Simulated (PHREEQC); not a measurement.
A solution holds 0.018 mol/kgw HBr, 0.23 mol/kgw NaCl and 3.5e-05 mol/kgw MnSO4, at 25 °C. Closed to the air; pH follows from the charge balance.

All values are PHREEQC results (ion-association model, wateq4f.dat), not measurements.

This is a speciation only: nothing precipitates in the calculation.

Order these Mn species by the share of Mn that they hold, largest first: MnCl2, Mn+2, MnCl+.

Mn+2 (78 %), MnCl+ (21 %), MnCl2 (1.0 %)

Order these S species by the share of S that they hold, largest first: HSO4-, SO4-2, NaSO4-.

SO4-2 (55 %), HSO4- (28 %), NaSO4- (17 %)

The pH is 1.85 and the ionic strength 0.248 mol/kgw.
